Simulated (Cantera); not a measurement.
# Ignition delay

Mixture: 5.48 % C3H8, 13.7 % O2, 79.5 % N2, 1.37 % CO2, at 1.10 bar, adiabatic and at constant volume. Ignition delay is the time to a rise of 400 K.

Computed with Cantera and GRI-Mech 3.0 (53 species, 325 reactions). GRI-Mech 3.0 was tuned for natural gas; its chemistry of propane as a main component is partial and can be far from experiment.

```
T0 (K)  delay (ms)
------  ----------
1050           225
1100          68.4
1150          21.9
1200          7.59
1250          2.90
1300          1.23
1350         0.572
```

The apparent activation energy between 1250 and 1350 K comes out as 230 kJ/mol.
